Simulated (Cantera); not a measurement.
Cantera run, input and output.

```python
import numpy as np
import cantera as ct

gas = ct.Solution("gri30.yaml")
gas.TPX = 573, 45000, {'CO': 1, 'H2': 0.31, 'O2': 0.682, 'N2': 2.57}
flame = ct.FreeFlame(gas, width=0.07)
flame.set_refine_criteria(ratio=3, slope=0.08, curve=0.16)
flame.transport_model = "mixture-averaged"
flame.solve(loglevel=0, auto=True)
z, T = flame.grid, flame.T
thick = (T[-1] - T[0]) / np.gradient(T, z).max()
show = ['CO', 'H2', 'O2', 'H', 'HO2', 'H2O2']
print(f"laminar burning velocity  {flame.velocity[0] * 100:.3f} cm/s")
print(f"burnt temperature         {T[-1]:.1f} K")
print(f"thermal thickness         {thick * 1e3:.4f} mm")
print(f"grid points               {len(z)}")
z0 = z[flame.heat_release_rate.argmax()]
print(f"{'z/mm':>9s}{'T/K':>9s}{'u/(m/s)':>9s}" + "".join(f"{s:>11s}" for s in show))
rows = []
for k in (-3, -2, -1.5, -1, -0.5, -0.25, 0, 0.25, 0.5, 1, 2, 4, 8):
    zz = z0 + k * thick
    rows.append([k * thick, np.interp(zz, z, T), np.interp(zz, z, flame.velocity),
                 *(np.interp(zz, z, flame.X[gas.species_index(s)]) for s in show)])
    print(f"{rows[-1][0] * 1e3:9.3f}{rows[-1][1]:9.1f}{rows[-1][2]:9.3f}" + "".join(f"{x:11.3e}" for x in rows[-1][3:]))
```

It prints:

```
laminar burning velocity  245.569 cm/s
burnt temperature         2418.0 K
thermal thickness         1.9356 mm
grid points               162
     z/mm      T/K  u/(m/s)         CO         H2         O2          H        HO2       H2O2
   -5.807    573.0    2.456  2.192e-01  6.795e-02  1.495e-01  6.822e-18  1.265e-13  7.145e-16
   -3.871    573.0    2.456  2.192e-01  6.795e-02  1.495e-01  1.059e-15  4.709e-12  5.385e-14
   -2.903    573.0    2.456  2.192e-01  6.795e-02  1.495e-01  1.104e-13  2.129e-10  2.541e-12
   -1.936    573.0    2.456  2.192e-01  6.789e-02  1.495e-01  9.244e-11  3.014e-08  3.833e-10
   -0.968    575.0    2.460  2.195e-01  6.634e-02  1.497e-01  4.572e-06  4.196e-05  1.126e-06
   -0.484    685.4    2.907  2.170e-01  5.657e-02  1.469e-01  9.400e-04  1.171e-04  1.031e-05
    0.000   1107.3    4.613  1.903e-01  2.451e-02  1.180e-01  1.299e-02  3.581e-05  1.955e-06
    0.484   1439.2    5.881  1.378e-01  7.347e-03  7.479e-02  2.398e-02  1.396e-05  8.524e-07
    0.968   1610.5    6.473  1.053e-01  7.327e-03  5.806e-02  2.547e-02  8.324e-06  4.484e-07
    1.936   1775.8    7.038  8.923e-02  7.690e-03  5.007e-02  2.049e-02  5.556e-06  2.306e-07
    3.871   1930.8    7.571  8.404e-02  6.857e-03  4.665e-02  1.309e-02  3.888e-06  1.221e-07
    7.742   2077.4    8.058  7.638e-02  5.672e-03  4.261e-02  7.761e-03  2.562e-06  6.980e-08
   15.485   2209.8    8.486  6.646e-02  4.494e-03  3.782e-02  4.451e-03  1.770e-06  4.581e-08
```

Detailed kinetics in Cantera: GRI-Mech 3.0 (53 species, 325 reactions). Burning velocities carry a grid error of a few per cent, more on coarse grids.
